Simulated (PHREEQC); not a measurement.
Consider water at 40 °C with 19 mmol/kgw HF, 4.2 mmol/kgw NaF and 0.11 mmol/kgw H2SiF6. Closed to the air; pH follows from the charge balance.

Model: ion-association model, phreeqc.dat, run in PHREEQC.

Each row changes one thing in this solution. This is a speciation only: nothing precipitates in the calculation.

```json
[
 {"case": "as made", "pH": "2.76", "ionic strength (mol/kgw)": "0.00616", "HF (mol/kgw)": "0.0170", "F- (mol/kgw)": "0.00544", "HF2- (mol/kgw)": "0.000388", "NaF (mol/kgw)": "1.10e-5", "SI of Quartz (SiO2)": "-5.07"},
 {"case": "H2SiF6 from 0.00011 to 2.2e-05 mol/kgw", "pH": "2.78", "ionic strength (mol/kgw)": "0.00601", "HF (mol/kgw)": "[?]", "F- (mol/kgw)": "0.00556", "HF2- (mol/kgw)": "[?]", "NaF (mol/kgw)": "1.13e-5", "SI of Quartz (SiO2)": "-5.78"},
 {"case": "HF replaced by (NH4)2SiF6 at the same molality", "pH": "3.58", "ionic strength (mol/kgw)": "0.0610", "HF (mol/kgw)": "0.00224", "F- (mol/kgw)": "0.00543", "HF2- (mol/kgw)": "5.10e-5", "NaF (mol/kgw)": "8.29e-6", "SI of Quartz (SiO2)": "+0.55"},
 {"case": "HF left out", "pH": "4.15", "ionic strength (mol/kgw)": "0.00427", "HF (mol/kgw)": "0.000553", "F- (mol/kgw)": "0.00425", "HF2- (mol/kgw)": "9.86e-6", "NaF (mol/kgw)": "8.85e-6", "SI of Quartz (SiO2)": "-0.21"},
 {"case": "HF from 0.019 to 0.038 mol/kgw", "pH": "[?]", "ionic strength (mol/kgw)": "[?]", "HF (mol/kgw)": "0.0341", "F- (mol/kgw)": "[?]", "HF2- (mol/kgw)": "0.000904", "NaF (mol/kgw)": "1.26e-5", "SI of Quartz (SiO2)": "-6.42"}
]
```

Q: Complete the blanks.

A: 
- H2SiF6 from 0.00011 to 2.2e-05 mol/kgw, HF (mol/kgw): 0.0169
- H2SiF6 from 0.00011 to 2.2e-05 mol/kgw, HF2- (mol/kgw): 0.000393
- HF from 0.019 to 0.038 mol/kgw, pH: 2.52
- HF from 0.019 to 0.038 mol/kgw, ionic strength (mol/kgw): 0.00756
- HF from 0.019 to 0.038 mol/kgw, F- (mol/kgw): 0.00632

Some of these states are supersaturated (in Quartz (slow to form), Chalcedony (slow to form), for instance). At this temperature some constants are extrapolated from 25 °C, and those without enthalpy data are left unchanged. SiF6-2 is the database's only silicon fluoride.
